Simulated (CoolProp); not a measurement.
Vapour-liquid equilibrium of toluene (1) + p-xylene (2) at 0.612 bar; x and y are mole fractions of (1).

Values from CoolProp's multi-fluid Helmholtz-energy mixture model, Lemmon 2006 and Zhou 2012; pair parameters Bell 2016.

```csv
x,"bubble temperature, mixture model (K)","bubble temperature, Raoult's law (K)","y, mixture model","y, Raoult's law"
0.05,391.7,391.6,0.101,0.103
0.2,386.3,386.4,0.353,0.357
0.35,381.6,381.8,0.545,0.548
0.5,377.5,377.7,0.691,0.695
0.65,373.9,374.1,0.807,0.811
0.8,370.7,370.8,0.900,0.903
0.95,367.8,367.8,0.977,0.978
```

The largest gap from Raoult's law is -0.2 K in bubble temperature, at x = 0.5. No azeotrope shows between x = 0.05 and 0.95.

Pair parameters are fitted to limited data, so mixtures are less certain than the pure fluids.
